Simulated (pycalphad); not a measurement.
All values are pycalphad results on the COST 507 light-alloy database (1999) (1 atm), not direct measurements. The database dates from 1999; later assessments differ in places, in temperatures and in the compounds included. Phase fractions are per mole of atoms.

Give the equilibrium state of Al-1.42Si-2.86C (at.%) at 1200 K.


```
T = 1200.00 K, P = 101325 Pa, N = 1 mol of atoms
G = -58761 J/mol, H = 34440 J/mol, S = 77.67 J/(mol K)  (SER reference)
chemical potentials (J/mol): Al -58151, Si -79773, C -68761
phase             fraction      x(Al)      x(Si)       x(C)
LIQUID              0.9333     0.9848     0.0152   8.03e-07
AL4C3               0.0667     0.5709   0.000494     0.4286
```

Give the equilibrium state of Al-1.42Si-2.86C (at.%) at 600 K.


```
T = 600.00 K, P = 101325 Pa, N = 1 mol of atoms
G = -21432 J/mol, H = 5636 J/mol, S = 45.11 J/(mol K)  (SER reference)
chemical potentials (J/mol): Al -19995, Si -13847, C -73302
phase             fraction      x(Al)      x(Si)       x(C)
FCC_A1              0.9253     0.9991   0.000894      1e-14
AL8SIC7             0.0654     0.5000     0.0625     0.4375
DIAMOND_A4          0.0093   1.14e-09     1.0000      1e-14
```

Database names, with the compositions (at.%) that they take in these runs: AL4C3: Al 57 C 43; AL8SIC7: Al 50 C 44 Si 6. FCC_A1 is fcc; DIAMOND_A4 is diamond (Si).
